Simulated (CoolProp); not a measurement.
n-octane along the isotherm 607 K: fugacity coefficient from the reference equation and from simpler models built on Tc = 568.7 K, pc = 24.84 bar, ω = 0.398; each cubic takes its own stable root.

Values from CoolProp's reference Helmholtz-energy equation of state, Beckmüller 2019.

```csv
p (bar),phase,reference,van der Waals,Peng-Robinson
17.7,gas,0.8054,0.8214,0.7975
35.5,supercritical,0.6246,0.6281,0.6165
53.2,supercritical,0.4819,0.4966,0.4848
71,supercritical,0.4033,0.4317,0.4107
88.7,supercritical,0.3571,0.3966,0.3664
106,supercritical,0.3282,0.3775,0.3384
124,supercritical,0.3081,0.3674,0.3188
142,supercritical,0.2948,0.3639,0.3057
160,supercritical,0.2859,0.3654,0.2969
177,supercritical,0.2807,0.3703,0.2916
195,supercritical,0.2775,0.3786,0.2884
213,supercritical,0.2764,0.3897,0.2872
231,supercritical,0.2770,0.4035,0.2875
248,supercritical,0.2788,0.4187,0.2891
```
